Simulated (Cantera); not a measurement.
Charge: 1 mol Pb, 3 mol O2, 7.5 mol H2, held at 9000 Pa.

These are equilibrium values from Cantera (NASA tables, ideal gas, pure condensed phases), not measurements of a reactor. Candidate condensed phases: H2O, Pb, PbO, PbO2, Pb3O4; 12 gas species. The numbers say what is thermodynamically allowed, not how fast it happens.

Which condensed phases are stable at each of these points (T (K)): 900, 950, 1000, 1050, 1100, 1150, 1200, 1250, 1300, 1350, 1400, 1450, 1500?


```
T (K)  condensed phases  Pb condensed (%)
-----  ----------------  ----------------
900               Pb(l)             100.0
950               Pb(l)             100.0
1000              Pb(l)              99.9
1050              Pb(l)              99.6
1100              Pb(l)              99.0
1150              Pb(l)              97.6
1200              Pb(l)              94.6
1250              Pb(l)              88.7
1300              Pb(l)              77.5
1350              Pb(l)              56.8
1400              Pb(l)              19.5
1450           gas only               0.0
1500           gas only               0.0
```

From 900 K to 1400 K the condensed part is Pb(l). From 1450 K to 1500 K nothing is condensed.
